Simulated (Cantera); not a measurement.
Charge: 1 mol SiH₂Cl₂, 11 mol NH₃, 3.9 mol H₂, held at 1.00 bar.

Method: chemical equilibrium by Gibbs-energy minimisation in Cantera with the NASA 1993 tables (ideal gas, pure condensed phases). Candidate condensed phases: NH₄Cl, Si, Si₃N₄; 28 gas species. The tables' values for SiCl₃, SiCl are old estimates; treat these amounts as uncertain. Gases not in the tables: Si₂H₆ and higher silanes. The numbers say what is thermodynamically allowed, not how fast it happens.

x: gas mole fraction; n: condensed amount in mol.

```tsv
T (K)	x H₂	x N₂	x HCl	x SiCl₂	x H	n Si₃N₄(s)
1098	0.749	0.177	0.0733	4.27e-8	2.14e-8	0.333
1198	0.749	0.177	0.0733	4.79e-7	1.65e-7	0.333
1298	0.749	0.177	0.0733	3.66e-6	9.27e-7	0.333
1398	0.749	0.178	0.0733	2.08e-5	4.10e-6	0.333
1498	0.749	0.178	0.0731	9.23e-5	1.49e-5	0.332
1598	0.749	0.178	0.0725	0.000334	4.61e-5	0.330
1698	0.750	0.178	0.0711	0.00100	0.000125	0.323
1798	0.750	0.179	0.0679	?	?	0.309
1898	0.751	0.180	?	?	?	?
1998	0.752	0.182	0.0548	0.00878	0.00139	0.250
```

Problem. Complete the blanks.

Solution. 
- 1798, x SiCl₂: 0.00250
- 1798, x H: 0.000305
- 1898, x HCl: 0.0623
- 1898, x SiCl₂: 0.00514
- 1898, x H: 0.000677
- 1898, n Si₃N₄(s): 0.285
